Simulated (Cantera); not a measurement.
## Equilibrium for iron carbonyl, mercury and lead vapours: Fe(CO)5 + O2 + N2

Input: 1 mol Fe(CO)5, 0.14 mol O2, 5.2 mol N2, held at 16.0 Pa.

Equilibrium computed with Cantera from the NASA thermochemical tables; the gas is ideal and each condensed phase is pure. Candidate condensed phases: C, Fe, Fe(CO)5, FeO, Fe2O3, Fe3O4; 27 gas species. Kinetics and transport are ignored.

From 775 °C to 875 °C the condensed part is Fe(α). From 925 °C to 1225 °C the condensed part is Fe(γ).

```csv
T (°C),x N2,x CO,x CO2,x Fe,x FeO,n Fe(α),n Fe(γ)
775,0.510,0.463,0.0275,8.77e-10,<1e-12,1.00,0
825,0.510,0.463,0.0275,7.27e-9,<1e-12,1.00,0
875,0.510,0.463,0.0275,4.99e-8,1.93e-12,1.000,0
925,0.510,0.463,0.0275,2.90e-7,1.84e-11,0,1.000
975,0.510,0.463,0.0275,1.46e-6,1.46e-10,0,1.000
1025,0.510,0.463,0.0275,6.44e-6,9.80e-10,0,1.000
1075,0.510,0.463,0.0275,2.55e-5,5.70e-9,0,1.000
1125,0.510,0.463,0.0274,9.12e-5,2.91e-8,0,0.999
1175,0.510,0.463,0.0274,0.000298,1.32e-7,0,0.997
1225,0.509,0.462,0.0274,0.000898,5.43e-7,0,0.991
```
x: gas mole fraction; n: condensed amount in mol.
